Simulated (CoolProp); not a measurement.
CH2F2 (R32) along the isotherm 296.4 K: density (kg/m³) from the reference equation and from simpler models built on Tc = 351.3 K, pc = 5.783 MPa, ω = 0.277; each cubic takes its own stable root.

Model: reference Helmholtz-energy equation of state, Tillner-Roth 1997, in CoolProp.

```csv
p (MPa),phase,reference,van der Waals,Redlich-Kwong,Soave-Redlich-Kwong,Peng-Robinson
0.723,gas,16.88,16.21,16.46,16.56,16.66
1.45,gas,38.87,35.00,36.32,36.92,37.41
2.17,liquid,971.7,57.57,697.5,739.6,839.2
2.89,liquid,976.0,501.8,704.7,744.8,844.5
3.61,liquid,980.1,510.2,711.5,749.8,849.6
4.34,liquid,984.1,517.7,717.9,754.6,854.5
5.06,liquid,987.9,524.2,723.8,759.1,859.2
5.78,liquid,991.6,530.1,729.5,763.5,863.7
6.51,liquid,995.3,535.5,734.9,767.7,868.1
7.23,liquid,998.7,540.4,739.9,771.7,872.2
7.95,liquid,1002,545.0,744.8,775.6,876.2
8.67,liquid,1005,549.3,749.4,779.3,880.1
```

At some of these states van der Waals gives the other phase, because its saturation line lies elsewhere.
